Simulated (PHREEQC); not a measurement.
A PHREEQC speciation (ion-association model, wateq4f.dat) at 20 °C gives pH 5.50 and these molalities:

| species | mol/kgw |
|---|---|
| Zn+2 | 0.145 |
| ZnSO4 | 0.114 |
| SO4-2 | 0.0843 |
| Zn(SO4)2-2 | 0.0604 |

What are the element totals, and what could have been dissolved in 1 kg of water to give them?

Several could match; the one computed here: totals S(6) 0.319, Zn 0.319 mol/kgw, from 0.319 mol ZnSO4 per kg of water.

This is a speciation only: nothing precipitates in the calculation. Complexes and solids missing from the database can't appear.
